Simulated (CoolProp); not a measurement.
Properties of tetrahydrofuran along the isobar 0.101 MPa.

Model: reference Helmholtz-energy equation of state, Fiedler 2023, in CoolProp.

```tsv
T (K)	phase	density (kg/m³)	cv (kJ/(kg K))	Joule-Thomson coefficient (K/MPa)	fugacity coefficient
171.9	liquid	1016	1.020	-0.5435	4.927e-6
197.3	liquid	989.4	1.009	-0.5382	0.0001536
222.8	liquid	962.6	1.026	-0.5191	0.001992
248.2	liquid	935.8	1.067	-0.4900	0.01404
273.6	liquid	908.7	1.126	-0.4535	0.06493
299	liquid	881.1	1.200	-0.4115	0.2209
324.4	liquid	852.6	1.283	-0.3645	0.5971
349.8	gas	2.570	1.166	24.28	0.9751
375.2	gas	2.383	1.271	19.49	0.9799
400.6	gas	2.224	1.373	15.92	0.9835
426	gas	2.085	1.472	13.21	0.9864
451.5	gas	1.963	1.567	11.11	0.9886
476.9	gas	1.855	1.658	9.452	0.9904
```
